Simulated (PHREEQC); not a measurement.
Dissolve 0.0052 mol/kgw ZnCl2, 0.00031 mol/kgw Na2SO4 and 0.0005 mol/kgw H2SO4 at 30 °C. Closed to the air; pH follows from the charge balance.

Computed with PHREEQC (ion-association model, wateq4f.dat).

| quantity | before | after |
|---|---|---|
| pH | 3.06 | 8.52 |
| Zn+2 (mol/kgw) | 0.00486 | 0.00219 |
| SO4-2 (mol/kgw) | 0.000538 | 0.000668 |
| ZnSO4 (mol/kgw) | 0.000234 | 0.000139 |
| ZnCl+ (mol/kgw) | 0.000102 | 4.72e-5 |
| SI of Goslarite (ZnSO4:7H2O) | -4.10 | -4.32 |
| SI of Zincite(c) (ZnO) | -7.27 | +3.30 |

**Question.** Name the change that produced these shifts.
A) Na2SO4 left out
B) 0.0057 mol/kgw TMAH added
C) Na2SO4 from 0.00031 to 0.00155 mol/kgw
D) 5.5e-05 mol/kgw LiF added
E) 0.0016 mol/kgw H2SiF6 added

**Answer.** B, 0.0057 mol/kgw TMAH added

This is a speciation only: nothing precipitates in the calculation. Some of these states are supersaturated (in Zn(OH)2-e, Zn5(OH)8Cl2, for instance). (CH3)4N+ isn't in the database: it is added as a free cation with an ion size of 4 Å.
